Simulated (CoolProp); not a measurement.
Model: reference Helmholtz-energy equation of state, Thol 2015, in CoolProp.

### Question
Give the vapour pressure (MPa), liquid density (kg/m³), enthalpy of vaporisation (kJ/kg), surface tension (mN/m) of saturated octamethylcyclotetrasiloxane (D4) at 397.1, 492.2 K.

### Answer
| T (K) | p (MPa) | liquid density (kg/m³) | enthalpy of vaporisation (kJ/kg) | surface tension (mN/m) |
|---|---|---|---|---|
| 397.1 | 0.0217 | 834 | 150 | 10.9 |
| 492.2 | 0.270 | 700 | 112 | 4.68 |

Surface tension comes from a separate correlation (Mulero 2014), older than this fluid's equation and unchecked against measurements.
